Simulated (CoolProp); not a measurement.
Vapour-liquid equilibrium of methane (1) + ethylene (2) at 2.82 bar; x and y are mole fractions of (1).

Computed with CoolProp (multi-fluid Helmholtz-energy mixture model, Setzmann 1991 and Smukala 2000; pair parameters Bell 2016).

| x | bubble temperature (K) | y at the bubble point | dew temperature at overall composition x (K) | liquid density (mol/L) |
|---|---|---|---|---|
| 0.05 | 174.7 | 0.519 | 187.9 | 20.06 |
| 0.2 | 149.4 | 0.917 | 184.3 | 21.73 |
| 0.35 | 139.4 | 0.969 | 180.2 | 22.66 |
| 0.5 | 134.4 | 0.983 | 175.4 | 23.34 |
| 0.65 | 131.3 | 0.990 | 169.3 | 23.90 |
| 0.8 | 128.9 | 0.995 | 160.7 | 24.40 |
| 0.95 | 126.6 | 0.999 | 143.9 | 24.85 |

No azeotrope shows between x = 0.05 and 0.95.

Pair parameters are fitted to limited data, so mixtures are less certain than the pure fluids.
